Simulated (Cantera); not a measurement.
A perfectly stirred reactor is fed with 0.895 % CH₂O, 1.85 % O₂, 97.3 % N₂, equivalence ratio 0.48, at 1.00 bar; it is held at 1423 K, and followed from long to short residence time.

Detailed kinetics in Cantera: GRI-Mech 3.0 (53 species, 325 reactions).

Predict: x(CH₂O) at τ = 13.0 s; x(O₂) at τ = 13.0 s; x(CO₂) at τ = 13.0 s; x(HO₂) at τ = 13.0 s; x(CH₂O) at τ = 0.260 s; x(O₂) at τ = 0.260 s; x(CO₂) at τ = 0.260 s; x(HO₂) at τ = 0.260 s.


| Property | Value |
|---|---|
| x(CH₂O) at τ = 13.0 s | 1.30e-7 |
| x(O₂) at τ = 13.0 s | 0.00953 |
| x(CO₂) at τ = 13.0 s | 0.00893 |
| x(HO₂) at τ = 13.0 s | 9.24e-8 |
| x(CH₂O) at τ = 0.260 s | 1.54e-6 |
| x(O₂) at τ = 0.260 s | 0.00958 |
| x(CO₂) at τ = 0.260 s | 0.00877 |
| x(HO₂) at τ = 0.260 s | 8.56e-7 |
